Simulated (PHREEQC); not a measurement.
Dissolve 0.13 mol/kgw LiNO3, 0.00079 mol/kgw Ca(NO3)2 and 0.054 mol/kgw HBr at 55 °C. Closed to the air; pH follows from the charge balance.

Equilibrium calculation in PHREEQC: ion-association model, wateq4f.dat.

This is a speciation only: nothing precipitates in the calculation.

Problem. Estimate the pH.

Solution. pH 1.37.

Species that the database lacks are ignored. Constants without temperature data keep their 25 °C values here.
